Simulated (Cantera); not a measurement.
A closed system holds: 1 mol Al₂O₃, 0.1 mol H₂O, equilibrated at 0.100 bar.

Method: chemical equilibrium by Gibbs-energy minimisation in Cantera with the NASA 1993 tables (ideal gas, pure condensed phases). Candidate condensed phases: Al, Al₂O₃, H₂O; 19 gas species. Gases not in the tables: Al(OH)₃. Kinetics and transport are ignored.

x: gas mole fraction; n: condensed amount in mol.

```tsv
T (K)	x H₂O	x H₂	x OH	x O₂	x H	x O	x AlO₂H	n Al₂O₃(s)	n Al₂O₃(l)
1448	1.000	0.000264	4.27e-5	0.000121	4.74e-7	6.80e-8	1.42e-11	1.00	0
1548	0.999	0.000650	0.000127	0.000293	2.48e-6	4.13e-7	1.92e-10	1.00	0
1648	0.998	0.00144	0.000333	0.000636	1.07e-5	2.02e-6	1.88e-9	1.00	0
1748	0.995	0.00290	0.000779	0.00126	3.89e-5	8.23e-6	1.41e-8	1.00	0
1848	0.990	(withheld)	(withheld)	(withheld)	(withheld)	(withheld)	(withheld)	1.00	0
1948	0.983	0.00950	0.00326	0.00398	0.000348	8.86e-5	4.16e-7	1.00	0
2048	0.971	0.0157	0.00597	0.00646	0.000887	0.000244	1.75e-6	1.00	0
2148	0.952	(withheld)	(withheld)	(withheld)	(withheld)	(withheld)	(withheld)	1.00	0
2248	0.926	0.0369	0.0168	0.0147	0.00447	0.00140	2.05e-5	1.000	0
2348	0.888	0.0529	0.0259	0.0208	0.00899	0.00297	5.75e-5	0	1.000
2448	0.838	0.0727	0.0381	0.0281	0.0170	0.00591	0.000133	0	1.000
```

Some entries are withheld; supply them.


- 2148, x H₂: 0.0247
- 2148, x OH: 0.0103
- 2148, x O₂: 0.00997
- 2148, x H: 0.00207
- 2148, x O: 0.000609
- 2148, x AlO₂H: 6.37e-6
- 1848, x H₂: 0.00542
- 1848, x OH: 0.00166
- 1848, x O₂: 0.00231
- 1848, x H: 0.000123
- 1848, x O: 2.88e-5
- 1848, x AlO₂H: 8.41e-8
